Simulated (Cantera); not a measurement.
Ignition delay

Mixture: CO : H₂ : CH₄ : O₂ : N₂ : H₂O = 1 : 0.034 : 1.3 : 4.52 : 17 : 0.52 (molar parts), at 34000 Pa, adiabatic and at constant pressure. Ignition delay is the time to a rise of 400 K.

Cantera simulation using GRI-Mech 3.0 (53 species, 325 reactions); the numbers are that mechanism's predictions, not measurements. Below about 1000 K GRI-Mech 3.0 lacks low-temperature oxidation paths.

```json
[
 {"T0 (K)": "975", "delay (ms)": "2490"},
 {"T0 (K)": "1025", "delay (ms)": "1080"},
 {"T0 (K)": "1075", "delay (ms)": "469"},
 {"T0 (K)": "1125", "delay (ms)": "209"},
 {"T0 (K)": "1175", "delay (ms)": "96.1"},
 {"T0 (K)": "1225", "delay (ms)": "46.0"},
 {"T0 (K)": "1275", "delay (ms)": "23.1"},
 {"T0 (K)": "1325", "delay (ms)": "12.2"},
 {"T0 (K)": "1375", "delay (ms)": "6.83"},
 {"T0 (K)": "1425", "delay (ms)": "4.06"}
]
```

```yaml
apparent activation energy between 1325 and 1425 K: 170 kJ/mol
```
